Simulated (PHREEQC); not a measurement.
**Spent oxide etchant**

Make-up at 25 °C: 0.17 mol NH4HF2, 0.00013 mol H2SiF6 and 0.076 mol HBF4 per kg of water. Closed to the air; pH follows from the charge balance.

Model: ion-association model, phreeqc.dat, run in PHREEQC.

Each row changes one thing in this solution. Precipitation was switched off in this run.

| case | pH | ionic strength (mol/kgw) | HF (mol/kgw) | F- (mol/kgw) | HF2- (mol/kgw) | NH3 (mol/kgw) | SI of Quartz (SiO2) |
|---|---|---|---|---|---|---|---|
| as made | 2.46 | 0.174 | 0.200 | 0.0557 | 0.0424 | 1.86e-8 | -12.37 |
| H2SiF6 from 0.00013 to 0.0013 mol/kgw | 2.44 | 0.176 | 0.203 | 0.0541 | 0.0418 | 1.78e-8 | -11.37 |
| HBF4 left out | 3.02 | 0.171 | 0.117 | 0.118 | 0.0526 | 6.83e-8 | -12.09 |
| HBF4 replaced by NaF at the same molality | 3.23 | 0.243 | 0.102 | 0.175 | 0.0677 | 1.02e-7 | -12.24 |
| NH4HF2 from 0.17 to 0.085 mol/kgw | 2.02 | 0.0968 | 0.143 | 0.0132 | 0.00720 | 3.67e-9 | -10.47 |

Species that the database lacks are ignored. SiF6-2 is the database's only silicon fluoride. Real BF4- forms and hydrolyses slowly; the run takes it at equilibrium.
